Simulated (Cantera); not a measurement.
A Cantera script and its output.

```python
import numpy as np
import cantera as ct

gas = ct.Solution("gri30.yaml")
gas.TPX = 1575, 250000, {'CH4': 1, 'O2': 1, 'N2': 3.76, 'H2': 0.009}
reactor = ct.IdealGasReactor(gas, energy="on", clone=False)
net = ct.ReactorNet([reactor])
net.rtol, net.atol = 1e-08, 1e-16
show = ['CH4', 'O2', 'CH2', 'HO2', 'NO']
times = np.geomspace(2e-06, 9, 16)

steps = ct.SolutionArray(gas, extra=["t"])
rows = []
print(f"{'t/s':>10s}{'T/K':>9s}{'P/Pa':>11s}" + "".join(f"{s:>11s}" for s in show))
for t in times:
    while net.time < t:
        t_next = net.step()
        steps.append(gas.state, t=t_next)
    rows.append([np.interp(t, steps.t, y) for y in (steps.T, steps.P, *steps(*show).X.T)])
    print(f"{t:10.3e}{rows[-1][0]:9.1f}{rows[-1][1]:11.4g}" + "".join(f"{x:11.3e}" for x in rows[-1][2:]))
rate = np.gradient(steps.T, steps.t)
print("integrator steps:", len(steps.t))
if steps.T.max() > steps.T[0] + 200:
    print(f"time of steepest temperature rise: {steps.t[rate.argmax()]:.4e} s")
gas.TPX = 1575, 250000, {'CH4': 1, 'O2': 1, 'N2': 3.76, 'H2': 0.009}
gas.equilibrate("UV")
print(f"equilibrium (UV): T = {gas.T:.1f} K  " + "  ".join(f"{s} {gas[s].X[0]:.3e}" for s in show))
```

Result:

```
       t/s      T/K       P/Pa        CH4         O2        CH2        HO2         NO
 2.000e-06   1575.0    2.5e+05  1.733e-01  1.733e-01  1.056e-12  1.402e-06  1.590e-15
 5.554e-06   1574.9    2.5e+05  1.733e-01  1.733e-01  7.758e-12  3.537e-06  6.316e-15
 1.542e-05   1574.8    2.5e+05  1.733e-01  1.733e-01  8.171e-11  7.346e-06  3.342e-14
 4.282e-05   1575.0    2.5e+05  1.730e-01  1.732e-01  9.702e-10  9.616e-06  2.660e-13
 1.189e-04   1579.9  2.508e+05  1.714e-01  1.723e-01  6.024e-09  2.007e-05  2.415e-12
 3.302e-04   1935.2  3.191e+05  9.713e-02  1.161e-01  1.500e-05  2.648e-04  1.163e-08
 9.169e-04   2837.1   5.34e+05  1.109e-10  7.716e-05  3.514e-11  1.404e-07  6.218e-04
 2.546e-03   2837.1   5.34e+05  1.109e-10  7.716e-05  3.514e-11  1.404e-07  6.219e-04
 7.070e-03   2837.1   5.34e+05  1.109e-10  7.716e-05  3.514e-11  1.404e-07  6.219e-04
 1.963e-02   2837.1   5.34e+05  1.109e-10  7.716e-05  3.514e-11  1.404e-07  6.219e-04
 5.451e-02   2837.1   5.34e+05  1.109e-10  7.716e-05  3.514e-11  1.404e-07  6.219e-04
 1.514e-01   2837.1   5.34e+05  1.109e-10  7.716e-05  3.514e-11  1.404e-07  6.219e-04
 4.203e-01   2837.1   5.34e+05  1.109e-10  7.716e-05  3.514e-11  1.404e-07  6.219e-04
 1.167e+00   2837.1   5.34e+05  1.109e-10  7.716e-05  3.514e-11  1.404e-07  6.219e-04
 3.241e+00   2837.1   5.34e+05  1.109e-10  7.716e-05  3.514e-11  1.404e-07  6.219e-04
 9.000e+00   2837.1   5.34e+05  1.109e-10  7.716e-05  3.514e-11  1.404e-07  6.219e-04
integrator steps: 1762
time of steepest temperature rise: 3.3648e-04 s
equilibrium (UV): T = 2837.1 K  CH4 1.247e-10  O2 7.716e-05  CH2 3.797e-11  HO2 1.404e-07  NO 6.219e-04
```

Cantera simulation using GRI-Mech 3.0 (53 species, 325 reactions); the numbers are that mechanism's predictions, not measurements.
